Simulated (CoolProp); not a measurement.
R134a along the isobar 4830 kPa: fugacity coefficient from the reference equation and from simpler models built on Tc = 374.2 K, pc = 4059 kPa, ω = 0.327; each cubic takes its own stable root.

The numbers come from the reference Helmholtz-energy equation of state, Tillner-Roth 1994 in CoolProp.

| T (K) | phase | reference |
|---|---|---|
| 269 | liquid | 0.05650 |
| 282 | liquid | 0.08672 |
| 295 | liquid | 0.1265 |
| 308 | liquid | 0.1765 |
| 321 | liquid | 0.2368 |
| 334 | liquid | 0.3070 |
| 347 | liquid | 0.3858 |
| 360 | liquid | 0.4710 |
| 373 | liquid | 0.5588 |
| 386 | supercritical | 0.6365 |
| 399 | supercritical | 0.6846 |
| 412 | supercritical | 0.7219 |
| 425 | supercritical | 0.7531 |

Task: How far does each simpler model (Redlich-Kwong, Soave-Redlich-Kwong) lie from the reference over these 13 states: mean and median of the absolute difference, and the worst?

Result: 
- Redlich-Kwong: mean 23.1 %, median 13.8 %, worst +76.6 % at 269 K and 4830 kPa
- Soave-Redlich-Kwong: mean 3.8 %, median 4.4 %, worst +5.4 % at 321 K and 4830 kPa
